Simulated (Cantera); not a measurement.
An isothermal, constant-pressure homogeneous reactor starts with 77.5 % NO, 22.5 % N₂, at 2198 K and 1.00 atm.

Computed with Cantera and GRI-Mech 3.0 (53 species, 325 reactions).

One state of this run: x NO = 0.763; x O = 0.000434; x NO₂ = 0.000309; x N₂ = 0.231; x O₂ = 0.00568; x N₂O = 0.000296. x: mole fraction; the columns are a selection and need not sum to one.

**Question.** Which value of t (s) does it belong to?
(A) 0.000300
(B) 0.0245
(C) 0.143
(D) 0.00175

**Answer.** D, 0.00175
